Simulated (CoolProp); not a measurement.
Dodecamethylpentasiloxane (MD3M) along the isobar 0.0504 MPa: Z from the reference equation and from simpler models built on Tc = 628.0 K, pc = 0.9540 MPa, ω = 0.730; each cubic takes its own stable root.

The numbers come from the reference Helmholtz-energy equation of state, Thol 2019 in CoolProp.

```
T (K)   phase  reference  van der Waals  Redlich-Kwong  Soave-Redlich-Kwong  Peng-Robinson
-----  ------  ---------  -------------  -------------  -------------------  -------------
357.3  liquid   0.008035         0.9392       0.009989             0.009254       0.008239
385.3  liquid        ___         0.9491       0.009591             0.008803       0.007827
413.4  liquid   0.007464         0.9568       0.009302             0.008454       0.007506
441.5  liquid   0.007276         0.9630         0.9499             0.008205       0.007273
469.6  liquid   0.007152         0.9680         0.9580             0.008057       0.007131
497.7     gas     0.9468         0.9721         0.9644                  ___         0.9528
525.8     gas     0.9582            ___         0.9696               0.9632         0.9610
553.9     gas     0.9666         0.9784         0.9738               0.9698         0.9676
581.9     gas     0.9729         0.9809         0.9773                  ___         0.9729
```

**Question.** Some entries are withheld; supply them.

**Answer.** 
- 385.3, reference: 0.007715
- 497.7, Soave-Redlich-Kwong: 0.9550
- 525.8, van der Waals: 0.9756
- 581.9, Soave-Redlich-Kwong: 0.9751

At some of these states van der Waals, Redlich-Kwong gives the other phase, because its saturation line lies elsewhere.
